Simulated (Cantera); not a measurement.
An isothermal, constant-pressure homogeneous reactor starts with NH₃ : H₂ = 1 : 0.44 (molar parts), at 2373 K and 0.0250 bar.

Model: the gas-phase N/H chemistry of the illustrative SiF4/NH3 mechanism in the Surface Chemkin manual (1991), integrated in Cantera. Walls and surfaces, which speed up NH3 decomposition in real reactors, are not modelled.

One state of this run: x NH₃ = 1.84e-5; x H₂ = 0.764; x N₂ = 0.201; x H = 0.0345; x NH₂ = 2.67e-6. x: mole fraction; the columns are a selection and need not sum to one.

Question: Which value of t (s) does it belong to?
A) 0.000170
B) 1.00
C) 0.0740
D) 0.420

Answer: D, 0.420
